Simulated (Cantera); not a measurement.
A perfectly stirred reactor is fed with CH4 : H2 = 1 : 2.4 (molar parts), at 100000 Pa; it is held at 1825 K, and followed from long to short residence time.

Computed with Cantera and GRI-Mech 3.0 (53 species, 325 reactions). GRI-Mech 3.0 stops at C3 and has no aromatics, soot or wall deposition, so with more carbon than oxygen in the feed, carbon stays in small species such as C2H2 where larger ones or solid carbon would form.

x: mole fraction; the columns are a selection and need not sum to one.

```tsv
τ (s)	x CH4	x H2	x C2H2	x CH2	x H	x C2H
2.2	0.0157	0.876	0.106	7.98e-8	0.000413	4.84e-7
0.78	0.0199	0.873	0.104	9.81e-8	0.000409	4.74e-7
0.28	0.0282	0.868	0.101	1.34e-7	0.000403	4.55e-7
0.097	0.0441	0.858	0.0948	1.96e-7	0.000392	4.20e-7
0.034	0.0704	0.842	0.0846	2.87e-7	0.000376	?
0.012	0.110	0.818	0.0690	4.06e-7	0.000355	?
0.0043	0.160	0.787	0.0488	5.39e-7	0.000332	?
0.0015	0.215	0.753	0.0269	6.60e-7	0.000308	?
0.00053	0.256	0.727	0.0106	7.20e-7	0.000287	?
0.00019	0.279	0.713	0.00263	6.76e-7	0.000261	?
```

Complete the blanks.


- 0.034, x C2H: 3.66e-7
- 0.012, x C2H: 2.91e-7
- 0.0043, x C2H: 2.00e-7
- 0.0015, x C2H: 1.07e-7
- 0.00053, x C2H: 4.07e-8
- 0.00019, x C2H: 9.34e-9
